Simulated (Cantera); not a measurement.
An isothermal, constant-pressure homogeneous reactor starts with 22.2 % C2H4, 77.8 % H2, at 1823 K and 0.00513 atm.

Cantera simulation using GRI-Mech 3.0 (53 species, 325 reactions); the numbers are that mechanism's predictions, not measurements. GRI-Mech 3.0 was tuned for natural gas; its chemistry of ethylene as a main component is partial and can be far from experiment. GRI-Mech 3.0 stops at C3 and has no aromatics, soot or wall deposition, so with more carbon than oxygen in the feed, carbon stays in small species such as C2H2 where larger ones or solid carbon would form. Radical loss at walls, strong at low pressure, is not modelled.

x: mole fraction; the columns are a selection and need not sum to one.

| t (s) | x C2H4 | x H2 | x CH2 | x C2H | x CH3 |
|---|---|---|---|---|---|
| 1.00e-6 | 0.222 | 0.778 | <1e-12 | <1e-12 | <1e-12 |
| 3.74e-6 | 0.222 | 0.778 | <1e-12 | <1e-12 | <1e-12 |
| 1.40e-5 | 0.222 | 0.778 | 5.58e-12 | <1e-12 | 7.01e-12 |
| 5.23e-5 | 0.222 | 0.778 | 7.20e-11 | 3.63e-12 | 1.52e-10 |
| 0.000196 | 0.220 | 0.778 | 7.74e-10 | 5.12e-11 | 2.56e-9 |
| 0.000731 | 0.215 | 0.779 | … | 7.17e-10 | … |
| 0.00273 | 0.197 | 0.782 | 2.16e-8 | 9.74e-9 | 4.55e-8 |
| 0.0102 | 0.134 | 0.794 | 4.32e-8 | 9.31e-8 | 9.04e-8 |
| 0.0382 | 0.0282 | 0.813 | 1.51e-8 | 3.39e-7 | 1.06e-7 |
| 0.143 | 3.63e-5 | 0.817 | 5.87e-10 | 1.73e-6 | 4.39e-7 |
| 0.535 | … | 0.815 | … | … | … |
| 2.00 | 1.53e-5 | 0.813 | 2.70e-8 | 1.15e-5 | 3.53e-6 |

Problem. Complete the blanks.

Solution. 
- 0.000731, x CH2: 5.33e-9
- 0.000731, x CH3: 1.63e-8
- 0.535, x C2H4: 1.85e-5
- 0.535, x CH2: 7.94e-9
- 0.535, x C2H: 6.88e-6
- 0.535, x CH3: 1.72e-6
